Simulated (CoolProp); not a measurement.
Properties of n-dodecane along the isotherm 620 K.

Computed with CoolProp (reference Helmholtz-energy equation of state, Lemmon 2004). It is a short technical equation, of lower accuracy than the large ones.

```tsv
p (bar)	phase	cp (kJ/(kg K))	cv (kJ/(kg K))	Joule-Thomson coefficient (K/MPa)	isothermal compressibility (1/MPa)	conductivity (mW/(m K))	Prandtl number
0.0862	gas	2.909	2.859	10.81	116.3	37.0	0.756
0.153	gas	2.909	2.859	10.84	65.64	37.1	0.755
0.273	gas	2.911	2.860	10.88	36.91	37.1	0.754
0.485	gas	2.914	2.861	10.97	20.91	37.3	0.752
0.862	gas	2.919	2.864	11.12	11.89	37.5	0.748
1.53	gas	2.930	2.868	11.42	6.842	37.9	0.742
2.73	gas	2.950	2.876	12.01	3.995	38.8	0.731
4.85	gas	2.999	2.891	13.36	2.454	40.3	0.716
8.62	gas	3.170	2.928	17.81	1.775	43.8	0.707
15.3	liquid	3.661	2.984	1.189	0.04590	72.4	3.25
27.3	liquid	3.529	2.973	0.6943	0.02852	74.8	3.45
```

Viscosity comes from a separate model (Huber 2004). Thermal conductivity comes from a separate model (Huber 2004).
